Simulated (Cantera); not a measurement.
What does this Cantera script print?

```python
import numpy as np
import cantera as ct

gas_names = """
    F F2 H HF H2 H2F2 H3F3 H4F4 H5F5 H6F6 H7F7 N NF NF2 NF3 NH NH2 NH3 N2 N2H2 N2H4 Si SiF SiF2 SiF3
    SiF4 SiH SiHF3 SiH2 SiH2F2 SiH3 SiH3F SiH4 SiN Si2 Si2N Si3
""".split()
cond_names = """
    Si(cr) Si(L) Si3N4(a)
""".split()


# ... load() reads the species with a 1 bar reference pressure and builds the phases ...
atoms = {
    'Si': {'Si': 1},
    'NF3': {'N': 1, 'F': 3},
    'HF': {'H': 1, 'F': 1},
}
top_T = {'Si3N4(a)': 2400}  # K; cautious upper limits of use, not melting points


# ... equilibrate(T, P, feed) seeds the gas with the atoms and calls Mixture.equilibrate('TP', solver="vcs", rtol=1e-11, max_steps=5000) ...
results = []
feed = {'Si': 1, 'NF3': 3, 'HF': 9.5}  # mol
T = 1698  # K
P = 1  # Pa
mix = equilibrate(T, P, feed)
results.append((T, P, feed, dict(zip(mix.species_names, mix.species_moles))))
print(gas.report(threshold=0.0001))
for i in range(1, mix.n_phases):
    print(f"{mix.phase(i).name:16s} {mix.phase_moles(i):12.5e} mol")
```

Output:

```
       temperature   1698 K
          pressure   1 Pa
           density   1.7964e-06 kg/m^3
  mean mol. weight   25.362 kg/kmol
   phase of matter   gas

                          1 kg             1 kmol
                     ---------------   ---------------
          enthalpy       -7.0618e+06        -1.791e+08  J
   internal energy       -7.6185e+06       -1.9322e+08  J
           entropy             13276        3.3671e+05  J/K
    Gibbs function       -2.9605e+07       -7.5084e+08  J
 heat capacity c_p            1338.8             33954  J/K
 heat capacity c_v              1011             25640  J/K

                      mass frac. Y      mole frac. X     chem. pot. / RT
                     ---------------   ---------------   ---------------
                 F           0.22032           0.29412           -28.624
                HF           0.44082           0.55882            -55.55
                N2          0.097462          0.088235           -40.342
              SiF4           0.24139          0.058823           -172.76
     [  +33 minor]        3.1622e-06        1.3374e-06

Si(L)             0.00000e+00 mol
Si3N4(a)          0.00000e+00 mol
```

These are equilibrium values from Cantera (NASA tables, ideal gas, pure condensed phases), not measurements of a reactor.
